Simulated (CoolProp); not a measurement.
Hydrogen sulfide at 460.44 K and 0.174 MPa is throttled through a valve to 0.0691 MPa with no heat exchange. Each further row changes one setting.

Computed with CoolProp (reference Helmholtz-energy equation of state, Lemmon 2006). It is a short technical equation, of lower accuracy than the large ones.

| case | temperature change (K) | final density (kg/m³) |
|---|---|---|
| as stated | -0.7 | 0.617 |
| outlet pressure 0.0207 MPa | ___ | ___ |
| outlet pressure 0.0898 MPa | -0.6 | ___ |

### Question
What belongs in the gaps?

### Answer

- outlet pressure 0.0207 MPa, temperature change (K): -1.0
- outlet pressure 0.0207 MPa, final density (kg/m³): 0.185
- outlet pressure 0.0898 MPa, final density (kg/m³): 0.802
